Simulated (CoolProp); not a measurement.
Values from CoolProp's reference Helmholtz-energy equation of state, Lemmon 2016.

### Question
For R227EA, give the phase and the cv (kJ/(kg K)), viscosity (µPa s), conductivity (mW/(m K)) at 109.45 °C and 0.0822 MPa; 109.45 °C and 0.822 MPa; 109.45 °C and 2.6 MPa.

### Answer
- 109.45 °C and 0.0822 MPa: gas; cv 0.878, viscosity 14.9, conductivity 19.8
- 109.45 °C and 0.822 MPa: gas; cv 0.892, viscosity 15.1, conductivity 20.5
- 109.45 °C and 2.6 MPa: gas; cv 0.963, viscosity 18.0, conductivity 26.6

Viscosity comes from a separate model (Huber 2003), an estimate that may be off by 10 % or more. Thermal conductivity comes from a separate model (Huber 2003), an estimate that may be off by 10 % or more.
